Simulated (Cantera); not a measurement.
Thermodynamics of iron carbonyl, mercury and lead vapours, feed Pb + H2 + CO

Feed: 1 mol Pb, 3.1 mol H2, 0.068 mol CO, held at 873.15 K.

Equilibrium computed with Cantera from the NASA thermochemical tables; the gas is ideal and each condensed phase is pure. Candidate condensed phases: C, C6H6, C7H8, C8H18, H2O, Pb, PbO, PbO2, Pb3O4; 113 gas species. The numbers say what is thermodynamically allowed, not how fast it happens.

```tsv
P (Pa)	x H2	x CH4	x H2O	x CO	x Pb	x CO2	x C2H6	x H	n Pb(l)
10	0.972	1.98e-5	1.87e-5	0.0213	0.00639	1.10e-6	<1e-12	4.64e-9	0.980
42	0.977	8.40e-5	7.94e-5	0.0213	0.00152	4.62e-6	<1e-12	2.27e-9	0.995
180	0.978	0.000358	0.000339	0.0211	0.000355	1.95e-5	6.50e-12	1.10e-9	0.999
750	0.977	0.00145	0.00137	0.0200	8.52e-5	7.50e-5	1.07e-10	5.37e-10	1.000
3200	0.973	0.00547	0.00524	0.0160	2.00e-5	0.000230	1.52e-9	2.59e-10	1.000
13000	0.964	0.0146	0.0143	0.00724	4.91e-6	0.000286	1.09e-8	1.28e-10	1.000
56000	0.956	0.0215	0.0214	0.000882	1.14e-6	5.26e-5	2.38e-8	6.14e-11	1.000
240000	0.955	0.0224	0.0224	5.25e-5	2.66e-7	3.28e-6	2.59e-8	2.97e-11	1.000
1000000	0.955	0.0224	0.0224	3.04e-6	6.39e-8	1.90e-7	2.61e-8	1.45e-11	1.00
```
x: gas mole fraction; n: condensed amount in mol.

From 0.0750 Torr to 7500 Torr the condensed part is Pb(l). The main Pb-bearing gas is Pb throughout.
